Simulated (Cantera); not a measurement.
A closed system holds: 1 mol CH2F2, 1 mol CH4, 6.1 mol H2, at 10.0 Torr.

These are equilibrium values from Cantera (NASA tables, ideal gas, pure condensed phases), not measurements of a reactor. Candidate condensed phases: C, C6H6, C7H8, C8H18; 95 gas species. Equilibrium is a limit: real reactors are often held back by kinetics, nucleation or transport. All values below are at 2675 K.

Base state: H2 0.504, H 0.318, HF 0.166, C2H2 (acetylene) 0.0108, C2H 0.000693, C3 0.000472, F 0.000335, C 0.000118 (mole fractions); condensed: C(graphite).

Question: What changes in the equilibrium state with this change: pressure from 10.0 Torr to 90.0 Torr?

Answer: 
| species | before | after |
|---|---|---|
| H2 | 0.504 | 0.676 |
| HF | 0.166 | 0.186 |
| H | 0.318 | 0.123 |
| C2H2 (acetylene) | 0.0108 | 0.0146 |
| C | 0.000118 | 1.31e-5 |
| C2 | 4.50e-5 | 5.00e-6 |
| C3 | 0.000472 | 5.25e-5 |
| C(graphite), mol | 1.70 | 1.67 |
